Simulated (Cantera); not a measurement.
A Cantera script and its output.

```python
import numpy as np
import cantera as ct

surf = ct.Interface("ptcombust.yaml", "Pt_surf")
gas = surf.adjacent["gas"]
gas.TPX = 823, 860000, {'CO': 0.024, 'O2': 0.2, 'N2': 0.79}
surf.TP = 823, 860000
reactor = ct.FlowReactor(gas, clone=False)
reactor.area = 0.0001  # m2
reactor.surface_area_to_volume_ratio = 170  # 1/m
reactor.mass_flow_rate = 0.75 * reactor.area * gas.density  # inlet velocity 0.75 m/s
reactor.energy_enabled = False
wall = ct.ReactorSurface(surf, reactor, clone=False)
net = ct.ReactorNet([reactor])
net.rtol, net.atol = 1e-8, 1e-16
show, cover = ['CO', 'O2', 'H2O', 'CO2'], ['PT(S)', 'H(S)', 'O(S)', 'OH(S)', 'CO(S)', 'C(S)']

rows = []
print(f"{'z/m':>9s}{'u/(m/s)':>9s}" + "".join(f"{s:>13s}" for s in show + cover))
for z in [0.00062, 0.001, 0.0017, 0.0029, 0.0048, 0.008, 0.013, 0.022, 0.037, 0.062]:
    net.advance(z)
    rows.append([reactor.speed, *gas[show].X, *surf[cover].coverages])
    print(f"{z:9.4g}{rows[-1][0]:9.3g}" + "".join(f"{x:13.4e}" for x in rows[-1][1:]))
```

It prints:

```
      z/m  u/(m/s)           CO           O2          H2O          CO2        PT(S)         H(S)         O(S)        OH(S)        CO(S)         C(S)
  0.00062    0.749   2.1260e-02   1.9626e-01   8.5976e-30   2.4371e-03   7.3913e-02  -4.8730e-22   4.6088e-02  -4.9516e-18   8.8000e-01   7.7477e-12
    0.001    0.748   1.9523e-02   1.9555e-01   2.1657e-28   4.1954e-03   7.9711e-02  -1.7452e-22   5.4271e-02   1.0015e-18   8.6602e-01   6.9828e-12
   0.0017    0.747   1.5190e-02   1.9379e-01  -2.6501e-28   8.5797e-03   1.0350e-01   7.3699e-21   9.8388e-02   1.0973e-17   7.9811e-01   4.6091e-12
   0.0029    0.745   9.2589e-03   1.9139e-01  -2.2229e-28   1.4582e-02   3.5871e-02   1.0690e-23   9.5551e-01   7.3219e-20   8.6200e-03   1.7765e-15
   0.0048    0.744   8.1065e-03   1.9092e-01  -6.5329e-29   1.5749e-02   2.7655e-02  -3.4246e-26   9.6791e-01  -2.5675e-21   4.4310e-03   6.9500e-16
    0.008    0.744   6.9741e-03   1.9046e-01  -8.2952e-29   1.6894e-02   2.3511e-02   5.8750e-24   9.7375e-01   4.4755e-19   2.7397e-03   3.6315e-16
    0.013    0.743   5.8337e-03   1.8999e-01   1.6349e-29   1.8048e-02   2.0836e-02   4.5318e-24   9.7737e-01   8.4149e-19   1.7935e-03   2.0991e-16
    0.022    0.743   4.5170e-03   1.8946e-01   3.0343e-28   1.9381e-02   1.8681e-02   1.0734e-23   9.8021e-01   7.2946e-18   1.1132e-03   1.1646e-16
    0.037    0.742   3.1817e-03   1.8892e-01   1.9249e-28   2.0732e-02   1.7077e-02   2.5149e-23   9.8227e-01   1.8350e-17   6.5391e-04   6.2410e-17
    0.062    0.742   1.9327e-03   1.8841e-01   6.5208e-31   2.1996e-02   1.5907e-02   7.7033e-26   9.8375e-01   1.0774e-19   3.4417e-04   3.0553e-17
```

Cantera simulation using Deutschmann's 1995 Pt surface mechanism with GRI-Mech 3.0 gas chemistry; the numbers are that mechanism's predictions, not measurements. Catalytic surfaces can have several steady states; this one follows from the mechanism file's or the stated starting coverage. Mass transfer to the wall is taken as infinitely fast.
